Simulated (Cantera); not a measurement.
What does this Cantera script print?

```python
import numpy as np
import cantera as ct

gas = ct.Solution("gri30.yaml")
gas.TPX = 1800, 100000, {'NO': 1, 'N2': 6.4, 'H2O': 0.04}
inlet = ct.Reservoir(gas, clone=True)

reactor = ct.IdealGasConstPressureReactor(gas, energy="off", clone=False)
exhaust = ct.Reservoir(gas, clone=True)
tau = [18, 5.5, 1.7, 0.52, 0.16, 0.049, 0.015, 0.0046, 0.0014, 0.00043, 0.00013][0]
for a, b in ((inlet, reactor), (reactor, exhaust)):
    ct.MassFlowController(a, b, mdot=lambda t: reactor.mass / tau)
net = ct.ReactorNet([reactor])
show = ['NO', 'N2O', 'N2', 'O', 'NO2', 'O2']

rows = []
print(f"{'tau/s':>10s}{'T/K':>9s}" + "".join(f"{s:>11s}" for s in show))
for tau in [18, 5.5, 1.7, 0.52, 0.16, 0.049, 0.015, 0.0046, 0.0014, 0.00043, 0.00013]:
    net.initial_time = 0.0
    net.advance(30 * tau)
    before = gas.X
    net.advance(40 * tau)
    drift = np.max(np.abs(gas.X - before) / (gas.X + 1e-9))
    rows.append([gas.T, *gas[show].X, drift])
    print(f"{tau:10.3e}{gas.T:9.1f}" + "".join(f"{x:11.3e}" for x in gas[show].X))
```

It prints:

```
     tau/s      T/K         NO        N2O         N2          O        NO2         O2
 1.800e+01   1800.0  6.809e-02  1.956e-06  8.933e-01  2.249e-05  6.798e-05  3.306e-02
 5.500e+00   1800.0  9.957e-02  4.053e-06  8.776e-01  1.651e-05  7.258e-05  1.732e-02
 1.700e+00   1800.0  1.205e-01  5.894e-06  8.672e-01  1.074e-05  5.660e-05  6.893e-03
 5.200e-01   1800.0  1.298e-01  6.803e-06  8.625e-01  6.573e-06  3.675e-05  2.274e-03
 1.600e-01   1800.0  1.329e-01  7.060e-06  8.609e-01  4.121e-06  2.310e-05  7.024e-04
 4.900e-02   1800.0  1.339e-01  6.971e-06  8.604e-01  2.797e-06  1.546e-05  2.101e-04
 1.500e-02   1800.0  1.343e-01  6.496e-06  8.603e-01  2.119e-06  1.170e-05  6.059e-05
 4.600e-03   1800.0  1.344e-01  5.295e-06  8.602e-01  1.654e-06  9.519e-06  1.474e-05
 1.400e-03   1800.0  1.344e-01  3.274e-06  8.602e-01  8.670e-07  5.351e-06  1.483e-06
 4.300e-04   1800.0  1.344e-01  1.451e-06  8.602e-01  2.630e-07  1.135e-06  3.572e-08
 1.300e-04   1800.0  1.344e-01  5.069e-07  8.602e-01  1.385e-07  2.486e-07  2.112e-09
```

Detailed kinetics in Cantera: GRI-Mech 3.0 (53 species, 325 reactions).
